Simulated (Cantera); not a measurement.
A diamond (100) surface in a fixed gas of H2 with x(CH4) = 0.002, x(H) = 0.0046, at 1150 K, 21.8 Torr; coverages are run to steady state.

Detailed kinetics in Cantera: the Harris–Goodwin 1993 mechanism for the reconstructed diamond (100) surface.

θ: site fractions in the mechanism's names (c6HH fully hydrogenated, c6H* and c6*H radical sites, c6** diradical, c6HM methylated).

| x(CH3) | growth (µm/h) | θ c6HH | θ c6H* | θ c6*H | θ c6** | θ c6HM |
|---|---|---|---|---|---|---|
| 1e-06 | ? | 0.476 | 0.0330 | 0.467 | 0.0232 | 2.25e-5 |
| 2.9e-06 | ? | 0.476 | 0.0330 | 0.467 | 0.0232 | 6.53e-5 |
| 8.1e-06 | ? | 0.476 | 0.0330 | 0.467 | 0.0232 | 0.000182 |
| 2.3e-05 | ? | 0.476 | 0.0330 | 0.467 | 0.0231 | 0.000517 |
| 6.6e-05 | ? | 0.475 | 0.0329 | 0.466 | 0.0231 | 0.00148 |
| 0.00019 | ? | 0.473 | 0.0328 | 0.464 | 0.0228 | 0.00423 |
| 0.00054 | ? | 0.468 | 0.0323 | 0.458 | 0.0221 | 0.0118 |
| 0.0015 | ? | 0.454 | 0.0313 | 0.443 | 0.0204 | 0.0311 |
| 0.0044 | ? | 0.418 | 0.0285 | 0.404 | 0.0164 | 0.0798 |

Task: Complete the blanks.

Result: 
- 1e-06, growth (µm/h): 0.0101
- 2.9e-06, growth (µm/h): 0.0293
- 8.1e-06, growth (µm/h): 0.0818
- 2.3e-05, growth (µm/h): 0.232
- 6.6e-05, growth (µm/h): 0.664
- 0.00019, growth (µm/h): 1.90
- 0.00054, growth (µm/h): 5.28
- 0.0015, growth (µm/h): 13.9
- 0.0044, growth (µm/h): 35.2
